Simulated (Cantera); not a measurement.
# Stirred combustor or abatement burner

A perfectly stirred reactor is fed with CH₄ : C₂H₆ : O₂ : N₂ : H₂O : CO₂ = 1 : 0.23 : 1.65 : 6.2 : 2.7 : 0.23 (molar parts), at 4.93 atm; it is adiabatic with a 400 K inlet, and is followed from long to short residence time, starting on the burning branch (τ in s: 0.08, 0.026, 0.0086, 0.0028, 0.00092, 0.0003, 9.9e-05, 3.2e-05, 1.1e-05).

Model: GRI-Mech 3.0 (53 species, 325 reactions), integrated in Cantera.

| τ (s) | T (K) | x CH₄ | x C₂H₆ | x O₂ | x CH₂CO | x CH₂O | x N₂O | x H₂O |
|---|---|---|---|---|---|---|---|---|
| 0.080 | 1591 | 0.0162 | 7.81e-5 | 0.00232 | 8.31e-5 | 2.12e-5 | 5.02e-9 | 0.335 |
| 0.026 | 1563 | 0.0170 | 0.000186 | 0.00499 | 0.000191 | 5.15e-5 | 1.34e-8 | 0.335 |
| 0.0086 | 1500 | 0.0189 | 0.000489 | 0.0112 | 0.000427 | 0.000159 | 3.58e-8 | 0.332 |
| 0.0028 | 400 | 0.0833 | 0.0192 | 0.137 | <1e-12 | <1e-12 | <1e-12 | 0.225 |
| 0.00092 | 400 | 0.0833 | 0.0192 | 0.137 | <1e-12 | <1e-12 | <1e-12 | 0.225 |
| 0.00030 | 400 | 0.0833 | 0.0192 | 0.137 | <1e-12 | <1e-12 | <1e-12 | 0.225 |
| 9.9e-5 | 400 | 0.0833 | 0.0192 | 0.137 | <1e-12 | <1e-12 | <1e-12 | 0.225 |
| 3.2e-5 | 400 | 0.0833 | 0.0192 | 0.137 | <1e-12 | <1e-12 | <1e-12 | 0.225 |
| 1.1e-5 | 400 | 0.0833 | 0.0192 | 0.137 | <1e-12 | <1e-12 | <1e-12 | 0.225 |
x: mole fraction; the columns are a selection and need not sum to one.
